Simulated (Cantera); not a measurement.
# Hydrocarbon pyrolysis for carbon deposition

An isothermal, constant-pressure homogeneous reactor starts with 2.13 % C2H6, 97.9 % N2, at 1950 K and 1.01 bar.

Computed with Cantera and GRI-Mech 3.0 (53 species, 325 reactions). GRI-Mech 3.0 stops at C3 and has no aromatics, soot or wall deposition, so with more carbon than oxygen in the feed, carbon stays in small species such as C2H2 where larger ones or solid carbon would form.

```tsv
t (s)	x C2H6	x C2H2	x C2H4	x CH3	x H	x CH2
8.00e-5	1.43e-5	0.0169	0.000963	0.000879	0.000366	8.60e-6
0.000248	3.91e-6	0.0182	0.000145	0.000440	0.000215	2.83e-6
0.000772	1.81e-6	0.0188	5.29e-5	0.000298	0.000193	1.75e-6
0.00240	6.29e-7	0.0195	2.23e-5	0.000177	0.000207	1.11e-6
0.00744	1.12e-7	0.0200	9.84e-6	7.51e-5	0.000220	5.06e-7
0.0231	1.30e-8	0.0202	7.68e-6	2.57e-5	0.000228	1.80e-7
0.0718	1.36e-9	0.0203	7.48e-6	8.19e-6	0.000230	5.80e-8
0.223	2.21e-10	0.0203	7.47e-6	3.01e-6	0.000231	2.14e-8
0.692	1.39e-10	0.0203	7.46e-6	2.21e-6	0.000231	1.57e-8
2.15	1.40e-10	0.0203	7.45e-6	2.22e-6	0.000231	1.58e-8
6.68	1.44e-10	0.0202	7.42e-6	2.27e-6	0.000231	1.62e-8
20.7	1.52e-10	0.0199	7.33e-6	2.36e-6	0.000231	1.68e-8
64.4	1.58e-10	0.0194	7.12e-6	2.44e-6	0.000231	1.74e-8
200	1.58e-10	0.0183	6.72e-6	2.47e-6	0.000231	1.76e-8
```
x: mole fraction; the columns are a selection and need not sum to one.

Equilibrium at this temperature and pressure: C2H6 2.80e-11, C2H2 0.00295, C2H4 1.08e-6, CH3 1.05e-6, H 0.000231, CH2 7.52e-9 (gas phase only).
